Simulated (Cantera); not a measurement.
Input: 1 mol SiO2, 190 mol H2, 37 mol N2, held at 750 Torr.

These are equilibrium values from Cantera (NASA tables, ideal gas, pure condensed phases), not measurements of a reactor. Candidate condensed phases: H2O, Si, SiO2, Si2N2O, Si3N4; 35 gas species. N2 is the only nitrogen source here; it is nearly inert below about 1500 K, so the nitride shown seldom forms there in practice. Mutual solubility and eutectic melting of coexisting phases are not modelled. The tables hold silica as quartz up to 1696 K and as liquid above; real silica turns to tridymite and cristobalite and melts near 1996 K. The numbers say what is thermodynamically allowed, not how fast it happens.

x: gas mole fraction; n: condensed amount in mol.

```json
[
 {"T (°C)": "477", "x H2": "0.836", "x N2": "0.162", "x NH3": "0.00157", "x H2O": "[?]", "x H": "<1e-12", "x SiO": "<1e-12", "n SiO2(α-quartz)": "0.998", "n Si2N2O(s)": "0.000908", "n SiO2(β-quartz)": "0"},
 {"T (°C)": "552", "x H2": "0.837", "x N2": "0.163", "x NH3": "0.000722", "x H2O": "[?]", "x H": "7.26e-12", "x SiO": "<1e-12", "n SiO2(α-quartz)": "0.997", "n Si2N2O(s)": "0.00174", "n SiO2(β-quartz)": "0"},
 {"T (°C)": "627", "x H2": "0.837", "x N2": "0.163", "x NH3": "0.000374", "x H2O": "[?]", "x H": "1.07e-10", "x SiO": "<1e-12", "n SiO2(α-quartz)": "0", "n Si2N2O(s)": "0.00294", "n SiO2(β-quartz)": "0.994"},
 {"T (°C)": "702", "x H2": "0.837", "x N2": "0.163", "x NH3": "0.000213", "x H2O": "[?]", "x H": "1.05e-9", "x SiO": "<1e-12", "n SiO2(α-quartz)": "0", "n Si2N2O(s)": "0.00454", "n SiO2(β-quartz)": "0.991"},
 {"T (°C)": "777", "x H2": "0.837", "x N2": "0.163", "x NH3": "0.000131", "x H2O": "[?]", "x H": "7.42e-9", "x SiO": "<1e-12", "n SiO2(α-quartz)": "0", "n Si2N2O(s)": "0.00658", "n SiO2(β-quartz)": "0.987"},
 {"T (°C)": "852", "x H2": "0.837", "x N2": "0.163", "x NH3": "8.58e-5", "x H2O": "[?]", "x H": "4.06e-8", "x SiO": "5.59e-12", "n SiO2(α-quartz)": "0", "n Si2N2O(s)": "0.00903", "n SiO2(β-quartz)": "0.982"},
 {"T (°C)": "927", "x H2": "0.837", "x N2": "0.163", "x NH3": "5.91e-5", "x H2O": "[?]", "x H": "1.81e-7", "x SiO": "1.66e-10", "n SiO2(α-quartz)": "0", "n Si2N2O(s)": "0.0119", "n SiO2(β-quartz)": "0.976"},
 {"T (°C)": "1002", "x H2": "0.837", "x N2": "0.163", "x NH3": "4.24e-5", "x H2O": "[?]", "x H": "6.74e-7", "x SiO": "3.28e-9", "n SiO2(α-quartz)": "0", "n Si2N2O(s)": "0.0151", "n SiO2(β-quartz)": "0.970"},
 {"T (°C)": "1077", "x H2": "0.837", "x N2": "0.163", "x NH3": "3.16e-5", "x H2O": "[?]", "x H": "2.18e-6", "x SiO": "4.62e-8", "n SiO2(α-quartz)": "0", "n Si2N2O(s)": "0.0187", "n SiO2(β-quartz)": "0.963"},
 {"T (°C)": "1152", "x H2": "0.837", "x N2": "0.163", "x NH3": "2.43e-5", "x H2O": "[?]", "x H": "6.24e-6", "x SiO": "4.90e-7", "n SiO2(α-quartz)": "0", "n Si2N2O(s)": "0.0225", "n SiO2(β-quartz)": "0.955"},
 {"T (°C)": "1227", "x H2": "0.837", "x N2": "0.163", "x NH3": "1.91e-5", "x H2O": "[?]", "x H": "1.61e-5", "x SiO": "4.07e-6", "n SiO2(α-quartz)": "0", "n Si2N2O(s)": "0.0263", "n SiO2(β-quartz)": "0.946"}
]
```

### Question
Complete the blanks.

### Answer

- 477, x H2O: 1.20e-5
- 552, x H2O: 2.30e-5
- 627, x H2O: 3.88e-5
- 702, x H2O: 6.01e-5
- 777, x H2O: 8.69e-5
- 852, x H2O: 0.000119
- 927, x H2O: 0.000157
- 1002, x H2O: 0.000200
- 1077, x H2O: 0.000247
- 1152, x H2O: 0.000298
- 1227, x H2O: 0.000352
